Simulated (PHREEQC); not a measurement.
0.1 g of hydrous ferric oxide (600 m²/g; 0.2 weak and 0.005 strong sites per Fe, Dzombak-Morel constants, diffuse double layer) in 1 kg of water with 0.05 mol/kgw of an inert sodium salt and 0.0083 mmol/kgw Na2SeO3, at 25 °C; the pH is set by adding NaOH or the inert anion's acid. No oxygen is let in. The system is closed to CO2. Precipitation was switched off in this run.

The series has 13 steps of pH, from 4 to 12.

The numbers come from PHREEQC with the ion-association model, wateq4f.dat.

Q: Near which pH is half of the Se sorbed, and on which side is more sorbed?

A: Near pH 8.6, with more sorbed at lower pH.

Species that the database lacks are ignored. The database's selenite sorption wasn't checked against measurements; a fall in acid may be a fault of its surface constants.
